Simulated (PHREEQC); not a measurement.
Dissolve 6.3 mmol/kgw NaOH at 25 °C. Closed to the air; pH follows from the charge balance.

The numbers come from PHREEQC with the ion-association model, wateq4f.dat.

This is a speciation only: nothing precipitates in the calculation.

Task: Estimate the pH.

Result: pH 11.76.
